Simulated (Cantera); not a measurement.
Cantera run, input and output.

```python
import numpy as np
import cantera as ct

gas = ct.Solution("h2o2.yaml")
gas.TP = 300, 87000
flame = ct.CounterflowDiffusionFlame(gas, width=0.02)
flame.fuel_inlet.X, flame.fuel_inlet.T = {'H2': 1, 'N2': 1.7}, 500
flame.oxidizer_inlet.X, flame.oxidizer_inlet.T = {'O2': 0.19, 'N2': 0.81}, 600
flame.set_refine_criteria(ratio=3, slope=0.12, curve=0.24, prune=0.03)
show = ['OH', 'H', 'H2O', 'HO2']

rows = []
print(f"{'mdot':>8s}{'a_max':>10s}{'a_mean':>10s}{'Tmax/K':>9s}" + "".join(f"{s:>11s}" for s in show) + "   (peak mole fractions)")
for i, mdot in enumerate([0.52, 0.66, 0.84, 1.1, 1.3, 1.7, 2.1, 2.7, 3.4]):  # kg/m2/s on the oxidiser side
    flame.oxidizer_inlet.mdot, flame.fuel_inlet.mdot = mdot, 0.71 * mdot
    flame.solve(loglevel=0, auto=(i == 0))
    if flame.T.max() < max(500, 600) + 100:
        print(f"{mdot:8.3g}  no burning solution found from the previous one")
        break
    dT = np.abs(np.gradient(flame.T, flame.grid))
    rows.append([flame.strain_rate("max"), flame.strain_rate("mean"), flame.T.max(),
                 *(flame.X[gas.species_index(s)].max() for s in show), max(dT[0], dT[-1]) / dT.max()])
    print(f"{mdot:8.3g}{rows[-1][0]:10.1f}{rows[-1][1]:10.1f}{rows[-1][2]:9.1f}" + "".join(f"{x:11.3e}" for x in rows[-1][3:-1]))
```

Result:

```
    mdot     a_max    a_mean   Tmax/K         OH          H        H2O        HO2   (peak mole fractions)
    0.52     341.5      99.8   1916.9  8.430e-03  9.753e-03  2.029e-01  3.251e-05
    0.66     426.6     126.7   1893.0  8.510e-03  1.067e-02  2.013e-01  3.855e-05
    0.84     534.5     161.2   1864.9  8.495e-03  1.162e-02  1.995e-01  4.515e-05
     1.1     688.4     211.1   1832.8  8.455e-03  1.270e-02  1.972e-01  5.317e-05
     1.3     805.8     249.5   1811.6  8.399e-03  1.342e-02  1.958e-01  5.853e-05
     1.7    1039.2     326.3   1779.2  8.286e-03  1.460e-02  1.937e-01  6.729e-05
     2.1    1270.3     403.0   1756.0  8.242e-03  1.560e-02  1.920e-01  7.457e-05
     2.7    1614.1     518.2   1724.9  8.081e-03  1.678e-02  1.898e-01  8.360e-05
     3.4    2008.4     652.5   1694.8  7.905e-03  1.787e-02  1.878e-01  9.226e-05
```

Model: the H2/O2 subset of GRI-Mech 3.0, which has no nitrogen chemistry, integrated in Cantera. The maximum strain rate includes the flame's own expansion and is several times the mean.
